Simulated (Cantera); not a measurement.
# Equilibrium for nitride etching: BN + H2O

A closed system holds: 1 mol BN, a varied amount of H2O, equilibrated at 1.50 Torr.

Cantera equilibrium calculation (NASA polynomials, part measured and part estimated; ideal gas, pure solids and liquids). Candidate condensed phases: B, BN, B2O3, B3O3H3, H2O; 39 gas species. Gases not in the tables: H3BO3. Equilibrium is a limit: real reactors are often held back by kinetics, nucleation or transport.

### Question
Map the stable condensed phases over T = 1248, 1298, 1348, 1398, 1448, 1498, 1548, 1598, 1648, 1698, 1748 K and n(H2O) in mol = 2.3, 3.6, 4.8, 6.1, 7.3, 8.6, 9.9, 11, 12, 14, 15.

### Answer
```
T in K \ n(H2O) in mol
         2.3 3.6 4.8 6.1 7.3 8.6 9.9  11  12  14  15
   1748    A   A   A   A   A   A   A   A   A   A   A
   1698    A   A   A   A   A   A   A   A   A   A   A
   1648    A   A   A   A   A   A   A   A   A   A   A
   1598    A   A   A   A   A   A   A   A   A   A   A
   1548    A   A   A   A   A   A   A   A   A   A   A
   1498    B   A   A   A   A   A   A   A   A   A   A
   1448    B   B   A   A   A   A   A   A   A   A   A
   1398    B   B   B   A   A   A   A   A   A   A   A
   1348    B   B   B   B   B   B   A   A   A   A   A
   1298    B   B   B   B   B   B   B   B   B   B   B
   1248    B   B   B   B   B   B   B   B   B   B   B
```
A: gas only; B: B2O3.
